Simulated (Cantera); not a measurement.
A Cantera script and what it prints.

```python
import numpy as np
import cantera as ct

gas_names = [...]  # 123 gases of nasa_gas.yaml made of C, H, O, Si
cond_names = """
    C(gr) C6H6(L) C7H8(L) C8H18(L),n-octa H2O(s) H2O(L) Si(cr) Si(L) SiC(b) SiO2(Lqz) SiO2(hqz) SiO2(L)
""".split()


# ... load() reads the species with a 1 bar reference pressure and builds the phases ...
atoms = {
    'TEOS': {'Si': 1, 'C': 8, 'H': 20, 'O': 4},
    'O3': {'O': 3},
}
top_T = {'C(gr)': 4500, 'SiC(b)': 3050}  # K; cautious upper limits of use, not melting points


# ... equilibrate(T, P, feed) seeds the gas with the atoms and calls Mixture.equilibrate('TP', solver="vcs", rtol=1e-11, max_steps=5000) ...
results = []
feed = {'TEOS': 1, 'O3': 0.18}  # mol
P = 17  # Pa
for T in [1425, 1475, 1525, 1575, 1625, 1675, 1725, 1775, 1825, 1875, 1925, 1975, 2025]:
    mix = equilibrate(T, P, feed)
    results.append((T, P, feed, dict(zip(mix.species_names, mix.species_moles))))

top = {s: max(r[3][s] / sum(r[3][g] for g in gas_names) for r in results) for s in gas_names}
cols = sorted((s for s in top if top[s] > 1e-05), key=lambda s: -top[s])[:5]
seen = [c for c in cond_names if any(r[3].get(c, 0) > 1e-12 for r in results)]
print("log10 of partial pressures in bar; condensed amounts in mol")
print(f"{'T/K':>10s}" + "".join(f"{s[:9]:>10s}" for s in cols + seen))
for T, P, feed, n in results:
    ng = sum(n[g] for g in gas_names)
    print(f"{T:10.4g}" + "".join(f"{np.log10(max(n[s] / ng * P / 1e5, 1e-99)):10.3f}" for s in cols)
          + "".join(f"{n.get(c, 0):10.4g}" for c in seen))
```

Output:

```
log10 of partial pressures in bar; condensed amounts in mol
       T/K        H2        CO         H        Si       SiO     C(gr)    SiC(b)
      1425    -3.932    -4.276    -7.132   -11.064    -7.127     2.473    0.9936
      1475    -3.933    -4.276    -6.853   -10.421    -7.030     2.476     0.992
      1525    -3.933    -4.276    -6.593    -9.820    -6.939     2.479    0.9901
      1575    -3.934    -4.277    -6.348    -9.257    -6.855     2.484     0.988
      1625    -3.935    -4.277    -6.119    -8.730    -6.776     2.488    0.9855
      1675    -3.936    -4.278    -5.903    -8.234    -6.702     2.493    0.9824
      1725    -3.938    -4.280    -5.700    -7.767    -6.633       2.5    0.9784
      1775    -3.942    -4.281    -5.510    -7.327    -6.568     2.508    0.9724
      1825    -3.947    -4.284    -5.330    -6.911    -6.508      2.52    0.9619
      1875    -3.955    -4.288    -5.161    -6.518    -6.453     2.542     0.941
      1925    -3.967    -4.293    -5.003    -6.146    -6.403     2.585    0.8968
      1975    -3.983    -4.302    -4.856    -5.792    -6.358     2.672    0.8012
      2025    -4.008    -4.315    -4.720    -5.456    -6.321     2.854    0.5938
```

These are equilibrium values from Cantera (NASA tables, ideal gas, pure condensed phases), not measurements of a reactor. The feed counts by its element totals alone.
